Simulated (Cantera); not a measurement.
What does this Cantera script print?

```python
import numpy as np
import cantera as ct

gas_names = """
    CL CL2 H HCL H2 Si SiCL SiCL2 SiCL3 SiCL4 SiH SiHCL3 SiH2 SiH2CL2 SiH3 SiH3CL SiH4 Si2 Si3
""".split()
cond_names = """
    Si(cr) Si(L)
""".split()


# ... load() reads the species with a 1 bar reference pressure and builds the phases ...
atoms = {
    'Si': {'Si': 1},
    'Cl2': {'CL': 2},
    'H2': {'H': 2},
}
top_T = {}  # K; cautious upper limits of use, not melting points


# ... equilibrate(T, P, feed) seeds the gas with the atoms and calls Mixture.equilibrate('TP', solver="vcs", rtol=1e-11, max_steps=5000) ...
results = []
feed = {'Si': 1, 'Cl2': 1.3, 'H2': 0.34}  # mol
P = 13000  # Pa
for T in [650, 700, 750, 800, 850, 900, 950]:
    mix = equilibrate(T, P, feed)
    results.append((T, P, feed, dict(zip(mix.species_names, mix.species_moles))))

top = {s: max(r[3][s] / sum(r[3][g] for g in gas_names) for r in results) for s in gas_names}
cols = sorted((s for s in top if top[s] > 0.0001), key=lambda s: -top[s])[:8]
seen = [c for c in cond_names if any(r[3].get(c, 0) > 1e-12 for r in results)]
print("log10 of partial pressures in bar; condensed amounts in mol")
print(f"{'T/K':>10s}" + "".join(f"{s[:9]:>10s}" for s in cols + seen))
for T, P, feed, n in results:
    ng = sum(n[g] for g in gas_names)
    print(f"{T:10.4g}" + "".join(f"{np.log10(max(n[s] / ng * P / 1e5, 1e-99)):10.3f}" for s in cols)
          + "".join(f"{n.get(c, 0):10.4g}" for c in seen))
```

Output:

```
log10 of partial pressures in bar; condensed amounts in mol
       T/K     SiCL4        H2    SiHCL3       HCL     SiCL3   SiH2CL2     SiCL2    Si(cr)
       650    -1.104    -1.399    -1.946    -4.647    -6.025    -4.025    -8.138    0.3286
       700    -1.103    -1.398    -1.957    -4.235    -5.419    -3.992    -7.217    0.3291
       750    -1.103    -1.398    -1.967    -3.878    -4.895    -3.965    -6.421    0.3297
       800    -1.102    -1.398    -1.977    -3.567    -4.437    -3.943    -5.726    0.3303
       850    -1.102    -1.398    -1.986    -3.294    -4.034    -3.926    -5.115     0.331
       900    -1.103    -1.400    -1.996    -3.053    -3.677    -3.913    -4.574    0.3318
       950    -1.105    -1.403    -2.007    -2.839    -3.360    -3.903    -4.091    0.3327
```

Cantera equilibrium calculation (NASA polynomials, part measured and part estimated; ideal gas, pure solids and liquids). The tables' values for SiCl3 are old estimates; treat these amounts as uncertain.
